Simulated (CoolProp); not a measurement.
Vapour-liquid equilibrium of benzene (1) + ethylbenzene (2) at 493 kPa; x and y are mole fractions of (1).

Values from CoolProp's multi-fluid Helmholtz-energy mixture model, Thol 2012 and Zhou 2012; pair parameters Bell 2016.

```json
[
 {"x": "0.05", "bubble temperature (°C)": "202.6", "y at the bubble point": "0.115", "dew temperature at overall composition x (°C)": "205.1", "liquid density (mol/L)": "6.574"},
 {"x": "0.125", "bubble temperature (°C)": "196.2", "y at the bubble point": "___", "dew temperature at overall composition x (°C)": "202.2", "liquid density (mol/L)": "6.775"},
 {"x": "0.2", "bubble temperature (°C)": "190.1", "y at the bubble point": "0.400", "dew temperature at overall composition x (°C)": "199.1", "liquid density (mol/L)": "6.981"},
 {"x": "0.275", "bubble temperature (°C)": "184.2", "y at the bubble point": "0.513", "dew temperature at overall composition x (°C)": "195.9", "liquid density (mol/L)": "7.191"},
 {"x": "0.35", "bubble temperature (°C)": "___", "y at the bubble point": "0.609", "dew temperature at overall composition x (°C)": "192.5", "liquid density (mol/L)": "7.405"},
 {"x": "0.425", "bubble temperature (°C)": "173.4", "y at the bubble point": "0.690", "dew temperature at overall composition x (°C)": "___", "liquid density (mol/L)": "7.624"},
 {"x": "0.5", "bubble temperature (°C)": "168.4", "y at the bubble point": "0.758", "dew temperature at overall composition x (°C)": "184.9", "liquid density (mol/L)": "___"},
 {"x": "0.575", "bubble temperature (°C)": "163.6", "y at the bubble point": "___", "dew temperature at overall composition x (°C)": "___", "liquid density (mol/L)": "8.077"},
 {"x": "0.65", "bubble temperature (°C)": "159.2", "y at the bubble point": "0.864", "dew temperature at overall composition x (°C)": "176.0", "liquid density (mol/L)": "8.311"},
 {"x": "0.725", "bubble temperature (°C)": "155.0", "y at the bubble point": "0.904", "dew temperature at overall composition x (°C)": "170.9", "liquid density (mol/L)": "8.549"},
 {"x": "0.8", "bubble temperature (°C)": "151.1", "y at the bubble point": "0.937", "dew temperature at overall composition x (°C)": "165.0", "liquid density (mol/L)": "8.794"},
 {"x": "0.875", "bubble temperature (°C)": "147.4", "y at the bubble point": "0.965", "dew temperature at overall composition x (°C)": "158.1", "liquid density (mol/L)": "9.043"},
 {"x": "0.95", "bubble temperature (°C)": "144.1", "y at the bubble point": "0.987", "dew temperature at overall composition x (°C)": "149.5", "liquid density (mol/L)": "9.297"}
]
```

Task: Complete the blanks.

Result: 
- 0.125, y at the bubble point: 0.269
- 0.35, bubble temperature (°C): 178.7
- 0.425, dew temperature at overall composition x (°C): 188.8
- 0.5, liquid density (mol/L): 7.848
- 0.575, y at the bubble point: 0.816
- 0.575, dew temperature at overall composition x (°C): 180.7

No azeotrope shows between x = 0.05 and 0.95.

The pair parameters rest on a limited set of measurements; away from them the model extrapolates.
